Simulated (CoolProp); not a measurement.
A closed Brayton cycle with carbon dioxide: compressor inlet 322.15 K and 9.3 MPa, high pressure 29.2 MPa, turbine inlet 725 K, compressor efficiency 0.85, turbine efficiency 0.85, recuperator effectiveness 0.95 (on enthalpy, no pinch check). Each further row changes one setting.

Computed with CoolProp (reference Helmholtz-energy equation of state, Span 1996).

```
case                           thermal efficiency (%)  net work (kJ/kg)  compressor to turbine work  compressor exit (K)  turbine exit (K)
-----------------------------  ----------------------  ----------------  --------------------------  -------------------  ----------------
as stated                                        29.7              68.0                        0.43                403.1             604.0
turbine inlet 675 K                              26.7              57.6                        0.48                403.1             558.1
compressor inlet 332.15 K                           …              57.8                        0.52                427.2             604.0
high pressure 24.8 MPa                           29.7              62.1                           …                391.3                 …
recuperator effectiveness 0.5                    20.3              68.0                        0.43                403.1             604.0
```

### Question
What belongs in the gaps?

### Answer

- compressor inlet 332.15 K, thermal efficiency (%): 27.1
- high pressure 24.8 MPa, compressor to turbine work: 0.41
- high pressure 24.8 MPa, turbine exit (K): 620.9
